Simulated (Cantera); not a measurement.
**Silicon oxide and oxynitride deposition: HMDSO + CO₂ + H₂**

Feed: 1 mol HMDSO, 0.51 mol CO₂, 0.85 mol H₂, at 690 Torr.

Method: chemical equilibrium by Gibbs-energy minimisation in Cantera with the NASA 1993 tables (ideal gas, pure condensed phases). Candidate condensed phases: C, C₆H₆, C₇H₈, C₈H₁₈, H₂O, Si, SiC, SiO₂; 123 gas species. The feed counts by its element totals alone. Mutual solubility and eutectic melting of coexisting phases are not modelled. The tables hold silica as quartz up to 1696 K and as liquid above; real silica turns to tridymite and cristobalite and melts near 1996 K. Gases not in the tables: Si₂H₆ and higher silanes. Rates play no part.

| T (K) | x H₂ | x CH₄ | x CO | x H | x SiO | x C₂H₂ (acetylene) | x H₂O | x CH₃ | n C(graphite) | n SiC(s) | n SiO₂(α-quartz) | n SiO₂(β-quartz) |
|---|---|---|---|---|---|---|---|---|---|---|---|---|
| 750 | 0.438 | 0.562 | <1e-12 | <1e-12 | <1e-12 | <1e-12 | 2.37e-11 | 3.81e-12 | 1.97 | 0.990 | 1.01 | 0 |
| 900 | 0.811 | 0.189 | 2.32e-9 | 1.10e-10 | <1e-12 | 4.56e-11 | 4.19e-9 | 4.09e-10 | 3.96 | 0.990 | 0 | 1.01 |
| 1050 | 0.952 | 0.0478 | 7.74e-7 | 8.25e-9 | 1.00e-10 | 3.94e-9 | 1.23e-7 | 7.37e-9 | 5.07 | 0.990 | 0 | 1.01 |
| 1200 | 0.986 | 0.0141 | 5.92e-5 | 2.04e-7 | 2.39e-8 | 1.01e-7 | 1.39e-6 | 5.58e-8 | 5.38 | 0.990 | 0 | 1.01 |
| 1350 | 0.993 | 0.00523 | 0.00170 | 2.48e-6 | 1.65e-6 | 1.23e-6 | 8.89e-6 | 2.59e-7 | 5.44 | 0.998 | 0 | 1.00 |
| 1500 | 0.973 | 0.00224 | 0.0245 | 1.81e-5 | 4.81e-5 | 8.78e-6 | 3.77e-5 | 8.44e-7 | 5.13 | 1.11 | 0 | 0.886 |
| 1650 | 0.829 | 0.000840 | 0.170 | 8.62e-5 | 0.000588 | 3.78e-5 | 8.32e-5 | 1.78e-6 | 2.49 | 1.99 | 0 | 0 |
| 1800 | 0.829 | 0.000486 | 0.169 | 0.000340 | 0.000940 | 0.000145 | 3.68e-5 | 4.03e-6 | 2.50 | 1.99 | 0 | 0 |
| 1950 | 0.828 | 0.000307 | 0.169 | 0.00109 | 0.00140 | 0.000453 | 1.85e-5 | 8.03e-6 | 2.51 | 1.98 | 0 | 0 |
| 2100 | 0.826 | 0.000207 | 0.168 | 0.00295 | 0.00195 | 0.00119 | 1.02e-5 | 1.44e-5 | 2.51 | 1.98 | 0 | 0 |
x: gas mole fraction; n: condensed amount in mol.

At 750 K the condensed part is C(graphite) + SiC(s) + SiO₂(α-quartz). From 900 K to 1500 K the condensed part is C(graphite) + SiC(s) + SiO₂(β-quartz). From 1650 K to 2100 K the condensed part is C(graphite) + SiC(s).
